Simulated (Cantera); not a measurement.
**Equilibrium for metals in furnace atmospheres: Cu + O2 + N2**

Feed: 1 mol Cu, 0.26 mol O2, 220 mol N2, at 0.100 bar.

Equilibrium computed with Cantera from the NASA thermochemical tables; the gas is ideal and each condensed phase is pure. Candidate condensed phases: Cu, CuO, Cu2O; 12 gas species. Mutual solubility and eutectic melting of coexisting phases are not modelled. The numbers say what is thermodynamically allowed, not how fast it happens.

From 698 K to 898 K the condensed part is CuO(s) + Cu2O(s). From 1098 K to 1298 K the condensed part is Cu2O(s). At 1498 K the condensed part is Cu(l) + Cu2O(s). At 1698 K the condensed part is Cu(l). At 1898 K nothing is condensed.

```
T (K)   x N2      x Cu      x O2      x NO       x O     x CuO     x Cu2  n CuO(s)  n Cu2O(s)  n Cu(l)
-----  -----  --------  --------  --------  --------  --------  --------  --------  ---------  -------
698     1.00    <1e-12  9.93e-10  2.08e-11    <1e-12    <1e-12    <1e-12    0.0400      0.480        0
898    1.000    <1e-12   3.33e-5   1.27e-7    <1e-12    <1e-12    <1e-12    0.0107      0.495        0
1098   1.000  9.52e-10   4.48e-5   1.37e-6  5.02e-11  1.02e-12    <1e-12         0      0.500        0
1298   1.000   1.06e-6   4.26e-5   6.27e-6   3.52e-9  6.54e-10  6.01e-11         0      0.500        0
1498   0.999   7.95e-5  0.000958   9.21e-5   3.86e-7   1.58e-7   3.08e-8         0     0.0778    0.827
1698   0.997   0.00155   0.00106  0.000230   4.51e-6   2.40e-6   1.85e-6         0          0    0.657
1898   0.994   0.00451  0.000944  0.000429   2.85e-5   5.19e-6   3.67e-6         0          0        0
```
x: gas mole fraction; n: condensed amount in mol.
